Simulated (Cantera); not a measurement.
A freely propagating, adiabatic, planar premixed flame of H2 : O2 : N2 = 1 : 0.312 : 1.17 (molar parts), unburnt at 573 K and 101000 Pa; mixture-averaged transport, grid criteria slope 0.08 and curve 0.16, no radiation.

Cantera simulation using the H2/O2 subset of GRI-Mech 3.0, which has no nitrogen chemistry; the numbers are that mechanism's predictions, not measurements. Burning velocities carry a grid error of a few per cent, more on coarse grids.

### Question
Predict: laminar burning velocity; thermal thickness; peak x(H2O2); peak x(OH); peak x(HO2).

### Answer
| Item | Result |
|---|---|
| laminar burning velocity | 840 cm/s |
| thermal thickness | 0.435 mm |
| peak x(H2O2) | 1.36e-5 |
| peak x(OH) | 0.00987 |
| peak x(HO2) | 0.000296 |
